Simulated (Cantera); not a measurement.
Charge: 1 mol Ti(OiPr)4, 21 mol H2O, at 1398.15 K and 7500 Pa.

Cantera equilibrium calculation (NASA polynomials, part measured and part estimated; ideal gas, pure solids and liquids). Candidate condensed phases: C, C6H6, C7H8, C8H18, H2O, Ti, TiC, TiO, TiO2, Ti2O3, Ti3O5, Ti4O7; 113 gas species. The feed counts by its element totals alone. Gases not in the tables: TiO(OH)2. Kinetics and transport are ignored.

Base state: H2 0.547, CO 0.219, H2O 0.198, CO2 0.0365, H 1.28e-5 (mole fractions); condensed: TiO2(rutile).

**Question.** What changes in the equilibrium state with this change: H2O from 21 to 0.14 mol?

**Answer.** 
| species | before | after |
|---|---|---|
| H2 | 0.547 | 0.773 |
| CO | 0.219 | 0.226 |
| CH4 | 1.68e-8 | 0.000196 |
| H2O | 0.198 | 4.97e-5 |
| CO2 | 0.0365 | 6.73e-6 |
| H | 1.28e-5 | 1.52e-5 |
| TiO2(rutile), mol | 1.00 | 0 |
| C(graphite), mol | 0 | 6.86 |
| TiC(s), mol | 0 | 1.00 |
TiC: taken at fixed stoichiometry.
